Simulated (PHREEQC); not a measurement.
Make-up at 78 °C: 45 mmol/kgw Cu(NO3)2 and 1.6 mmol/kgw Na2SO4. Closed to the air; pH follows from the charge balance.

The numbers come from PHREEQC with the ion-association model, phreeqc.dat.

The ionic strength comes out as 0.136 mol/kgw. What activity coefficients do HSO4-, CuOH+, SO4-2, Na+, H+ get?

HSO4- 0.74, CuOH+ 0.72, SO4-2 0.30, Na+ 0.74, H+ 0.80.

This is a speciation only: nothing precipitates in the calculation. At this temperature some constants are extrapolated from 25 °C, and those without enthalpy data are left unchanged.
